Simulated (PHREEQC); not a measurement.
Make-up at 68 °C: 0.01 mol CuSO4, 0.021 mol HCl and 0.00062 mol FeCl3 per kg of water. Closed to the air; pH follows from the charge balance.

All values are PHREEQC results (ion-association model, phreeqc.dat), not measurements.

```json
[
 {"quantity": "pH", "before": "1.88", "after": "2.23"},
 {"quantity": "ionic strength (mol/kgw)", "before": "0.0432", "after": "0.120"}
]
```

Question: Which change was made?
A. CuSO4 left out
B. FeCl3 left out
C. CuSO4 from 0.01 to 0.05 mol/kgw
D. HCl from 0.021 to 0.0021 mol/kgw

Answer: C, CuSO4 from 0.01 to 0.05 mol/kgw

This is a speciation only: nothing precipitates in the calculation. Some of these states are supersaturated (in Hematite (slow to form), Goethite (slow to form), for instance). Constants without temperature data keep their 25 °C values here.
